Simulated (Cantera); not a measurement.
Feed: 1 mol SiC, 0.014 mol N2O, 5.1 mol H2, held at 0.220 Pa.

These are equilibrium values from Cantera (NASA tables, ideal gas, pure condensed phases), not measurements of a reactor. Candidate condensed phases: C, C6H6, C7H8, C8H18, H2O, Si, SiC, SiO2, Si2N2O, Si3N4; 151 gas species. Kinetics and transport are ignored.

### Question
Which condensed phases are stable at each of these points (T (K)): 1423, 1473, 1523, 1573, 1623, 1673, 1723, 1773, 1823, 1873, 1923, 1973, 2023, 2073?

### Answer
| T (K) | condensed phases | Si condensed (%) |
|---|---|---|
| 1423 | SiC(s) | 99.3 |
| 1473 | SiC(s) | 99.2 |
| 1523 | SiC(s) | 99.0 |
| 1573 | SiC(s) | 98.8 |
| 1623 | SiC(s) | 98.6 |
| 1673 | SiC(s) | 98.5 |
| 1723 | C(graphite) + SiC(s) | 95.8 |
| 1773 | C(graphite) + SiC(s) | 87.8 |
| 1823 | C(graphite) + SiC(s) | 65.1 |
| 1873 | C(graphite) | 0.0 |
| 1923 | C(graphite) | 0.0 |
| 1973 | C(graphite) | 0.0 |
| 2023 | C(graphite) | 0.0 |
| 2073 | C(graphite) | 0.0 |

From 1423 K to 1673 K the condensed part is SiC(s). From 1723 K to 1823 K the condensed part is C(graphite) + SiC(s). From 1873 K to 2073 K the condensed part is C(graphite).
